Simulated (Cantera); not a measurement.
A perfectly stirred reactor is fed with CH4 : N2 = 1 : 160 (molar parts), at 0.220 bar; it is held at 1525 K, and followed from long to short residence time.

Model: GRI-Mech 3.0 (53 species, 325 reactions), integrated in Cantera. GRI-Mech 3.0 stops at C3 and has no aromatics, soot or wall deposition, so with more carbon than oxygen in the feed, carbon stays in small species such as C2H2 where larger ones or solid carbon would form.

One state of this run: x CH4 = 0.00423; x H = 1.58e-6; x C2H6 = 6.05e-6; x CH3 = 4.31e-5; x C2H2 = 0.000864. x: mole fraction; the columns are a selection and need not sum to one.

Problem. Which value of τ (s) does it belong to?
A. 0.064
B. 0.0034
C. 0.0071
D. 0.58

Solution. D, 0.58
